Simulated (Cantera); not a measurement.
Cantera run:

```python
import numpy as np
import cantera as ct

gas_names = """
    Br Br2 H HBr H2 Si SiBr SiBr2 SiBr3 SiBr4 SiH SiHBr3 SiH2 SiH2Br2 SiH3 SiH3Br SiH4 Si2 Si3
""".split()
cond_names = """
    Br2(cr) Br2(L) Si(cr) Si(L)
""".split()


# ... load() reads the species with a 1 bar reference pressure and builds the phases ...
atoms = {
    'Si': {'Si': 1},
    'Br2': {'Br': 2},
    'H2': {'H': 2},
}
top_T = {}  # K; cautious upper limits of use, not melting points


# ... equilibrate(T, P, feed) seeds the gas with the atoms and calls Mixture.equilibrate('TP', solver="vcs", rtol=1e-11, max_steps=5000) ...
results = []
feed = {'Si': 1, 'Br2': 3.5, 'H2': 15}  # mol
T = 650  # K
P = 19  # Pa
mix = equilibrate(T, P, feed)
results.append((T, P, feed, dict(zip(mix.species_names, mix.species_moles))))
x = sorted(zip(gas.X, gas.species_names), reverse=True)
print(f"T = {T:g} K  P = {P:g} Pa  gas = {mix.phase_moles(0):.4g} mol")
print("   x: " + "  ".join(f"{s} {v:.3e}" for v, s in x if v > 1e-06))
print("   condensed (mol): " + ("  ".join(f"{mix.phase(i).name} {mix.phase_moles(i):.4g}"
      for i in range(1, mix.n_phases) if mix.phase_moles(i) > 1e-12) or "none"))
```

Output:

```
T = 650 K  P = 19 Pa  gas = 17.5 mol
   x: H2 7.714e-01  HBr 1.714e-01  SiBr4 5.713e-02  SiHBr3 1.084e-05
   condensed (mol): none
```

Method: chemical equilibrium by Gibbs-energy minimisation in Cantera with the NASA 1993 tables (ideal gas, pure condensed phases).
